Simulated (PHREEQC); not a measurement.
Solution A (1.7 mol CaCl2 and 0.32 mol KCl per kg of water) is mixed with solution B (0.0086 mol/kgw MnSO4, 0.00054 mol/kgw CaCl2 and 0.019 mol/kgw HCl) at 25 °C; shares are by mass of water, 1 kg in all. No CO2 enters from the air. The run lets Arcanite, Gypsum, Anhydrite, Misenite, Portlandite, Sylvite, Syngenite precipitate or redissolve, and no other solid.

Equilibrium calculation in PHREEQC: Pitzer model, pitzer.dat.

### Question
Predict SO4-2 (mol/kgw), HSO4- (mol/kgw) at share of solution B = 0.3, 0.6, 0.7, 0.8, 1.

### Answer
```
share of solution B  SO4-2 (mol/kgw)  HSO4- (mol/kgw)
-------------------  ---------------  ---------------
0.3                          0.00255          2.91e-5
0.6                          0.00500         0.000165
0.7                          0.00576         0.000264
0.8                          0.00645         0.000431
1                            0.00553          0.00307
```

In brines, pH and single-ion activities rest on the MacInnes convention.
